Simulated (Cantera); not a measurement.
A perfectly stirred reactor is fed with H2 : O2 : N2 = 0.66 : 0.4 : 20 (molar parts), at 0.572 atm; it is held at 1100 K, and followed from long to short residence time.

Detailed kinetics in Cantera: the H2/O2 subset of GRI-Mech 3.0, which has no nitrogen chemistry.

x: mole fraction; the columns are a selection and need not sum to one.

| τ (s) | x H2 | x O2 | x H2O2 | x H | x O | x H2O |
|---|---|---|---|---|---|---|
| 10 | 3.65e-5 | 0.00339 | ___ | 1.88e-6 | 2.45e-6 | 0.0318 |
| 2.4 | 9.22e-5 | 0.00341 | ___ | 7.70e-6 | 6.65e-6 | 0.0317 |
| 0.54 | 0.000237 | 0.00348 | ___ | 3.29e-5 | 1.83e-5 | 0.0316 |
| 0.12 | 0.000588 | 0.00366 | 2.60e-7 | 0.000135 | 4.83e-5 | 0.0311 |
| 0.028 | 0.00135 | 0.00408 | 2.68e-7 | 0.000481 | 0.000116 | 0.0302 |
| 0.0064 | 0.00295 | 0.00503 | 2.60e-7 | 0.00146 | 0.000260 | 0.0280 |
| 0.0014 | 0.00627 | 0.00704 | 2.63e-7 | 0.00351 | 0.000513 | 0.0235 |
| 0.00033 | 0.0128 | 0.0106 | 2.62e-7 | 0.00538 | 0.000716 | 0.0159 |

What belongs in the gaps?


- 10, x H2O2: 6.96e-8
- 2.4, x H2O2: 1.32e-7
- 0.54, x H2O2: 2.10e-7
